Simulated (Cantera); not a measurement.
## Transport properties of process gases

Gas mixture: NO = 0.87 (molar parts), at 23.0 Pa, frozen composition.

Cantera's kinetic-theory transport with the Lennard-Jones parameters of GRI-Mech 3.0, ideal gas; thermal conductivity in the mixture-averaged form. The composition is frozen, though it would react at the higher temperatures.

```csv
T (K),ρ (kg/m³),cp (J/kg/K),μ (µPa s),λ (mW/m/K),Pr,D (cm²/s) O,D (cm²/s) OH,D (cm²/s) H
400,0.000208,998.6,23.1,32.4,0.712,2320,2280,8950
650,0.000128,1054,32.3,48.2,0.706,5290,5190,20600
900,9.22e-5,1114,40.1,63.0,0.708,9120,8940,35800
1150,7.22e-5,1153,47.0,76.7,0.707,13700,13400,53900
1400,5.93e-5,1181,53.4,89.4,0.706,19000,18600,74800
1650,5.03e-5,1202,59.4,101,0.706,24900,24500,98300
1900,4.37e-5,1219,65.1,112,0.706,31500,30900,124000
2150,3.86e-5,1231,70.5,123,0.706,38700,37900,152000
```
D: mixture-averaged diffusion coefficient of that species in the mixture.
